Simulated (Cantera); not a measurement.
What does this Cantera script print?

```python
import numpy as np
import cantera as ct

gas = ct.Solution("gri30.yaml")


def delay(T, t_max=10):
    gas.TPX = T, 46000, {'CH3OH': 1, 'O2': 0.714, 'N2': 2.69, 'H2O': 0.21}
    reactor = ct.IdealGasConstPressureReactor(gas, clone=False)
    net = ct.ReactorNet([reactor])
    net.rtol, net.atol = 1e-8, 1e-16
    while net.time < t_max:
        t_old, T_old = net.time, reactor.T
        net.step()
        if reactor.T > T + 400:  # ignition: a rise of 400 K
            return t_old + (T + 400 - T_old) / (reactor.T - T_old) * (net.time - t_old)
    return np.nan


taus = []
for T in [1100, 1150, 1200, 1250, 1300, 1350, 1400]:
    taus.append(delay(T))
    print(f"T0 = {T:6g} K   tau = {taus[-1]:.4e} s")
```

Output:

```
T0 =   1100 K   tau = 8.8315e-02 s
T0 =   1150 K   tau = 3.4231e-02 s
T0 =   1200 K   tau = 1.4421e-02 s
T0 =   1250 K   tau = 6.5481e-03 s
T0 =   1300 K   tau = 3.1838e-03 s
T0 =   1350 K   tau = 1.6488e-03 s
T0 =   1400 K   tau = 9.0532e-04 s
```

Cantera simulation using GRI-Mech 3.0 (53 species, 325 reactions); the numbers are that mechanism's predictions, not measurements. GRI-Mech 3.0 was tuned for natural gas; its chemistry of methanol as a main component is partial and can be far from experiment.
